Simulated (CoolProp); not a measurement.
R11 along the isotherm -3.05 °C: density (kg/m³) from the reference equation and from simpler models built on Tc = 198.0 °C, pc = 4408 kPa, ω = 0.189; each cubic takes its own stable root.

Model: reference Helmholtz-energy equation of state, Jacobsen 1992, in CoolProp.

```
p (kPa)   phase  reference  Soave-Redlich-Kwong  Peng-Robinson
-------  ------  ---------  -------------------  -------------
20.9        gas      1.292                1.289          1.289
33.8        gas      2.103                2.095          2.096
54.6     liquid       1541                 1457           1643
88.2     liquid       1541                 1457           1644
142      liquid       1541                 1457           1644
230      liquid       1541                 1458           1644
372      liquid       1542                 1458           1644
601      liquid       1542                 1459           1645
970      liquid       1543                 1460           1646
1570     liquid       1544                 1461           1647
2530     liquid       1546                 1464           1650
4090     liquid       1549                 1468           1654
6610     liquid       1554                 1474           1660
```
